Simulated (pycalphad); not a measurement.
Source of the numbers: pycalphad with the COST 507 light-alloy database (1999); pressure 1 atm. The database dates from 1999; later assessments differ in places, in temperatures and in the compounds included. Phase fractions are per mole of atoms. Kinetics are ignored, which matters at the lower temperatures.

**Question.** Give the equilibrium state of Si-16.45Ti (at.%) at 700 K.

**Answer.** diamond (Si), fraction 0.506, with <0.01 Ti at.%; SI2TI, fraction 0.494, with 33.3 Ti at.%.

Database names, with the compositions (at.%) that they take in these runs: SI2TI: Si 67 Ti 33.
